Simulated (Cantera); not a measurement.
Feed: 1 mol Si3N4, a varied amount of CO2, 64 mol H2, equilibrated at 1177 °C and 69.0 Pa.

Cantera equilibrium calculation (NASA polynomials, part measured and part estimated; ideal gas, pure solids and liquids). Candidate condensed phases: C, C6H6, C7H8, C8H18, H2O, Si, SiC, SiO2, Si2N2O, Si3N4; 151 gas species. Mutual solubility and eutectic melting of coexisting phases are not modelled. Rates play no part.

Q: Which condensed phases are stable at each of these points (n(CO2) (mol)): 0.088, 0.29, 0.49, 0.69, 0.9, 1.1, 1.3?

A: 
```
n(CO2) (mol)                       condensed phases  Si condensed (%)
------------  -------------------------------------  ----------------
0.088         Si(s) + SiC(s) + Si2N2O(s) + Si3N4(s)              99.2
0.29                     Si(s) + SiC(s) + Si2N2O(s)              99.1
0.49                     Si(s) + SiC(s) + Si2N2O(s)              98.8
0.69                             SiC(s) + Si2N2O(s)              93.7
0.9                              SiC(s) + Si2N2O(s)              89.5
1.1                              SiC(s) + Si2N2O(s)              87.1
1.3                              SiC(s) + Si2N2O(s)              85.0
```

At 0.088 mol CO2 the condensed part is Si(s) + SiC(s) + Si2N2O(s) + Si3N4(s). From 0.29 mol CO2 to 0.49 mol CO2 the condensed part is Si(s) + SiC(s) + Si2N2O(s). From 0.69 mol CO2 to 1.3 mol CO2 the condensed part is SiC(s) + Si2N2O(s).
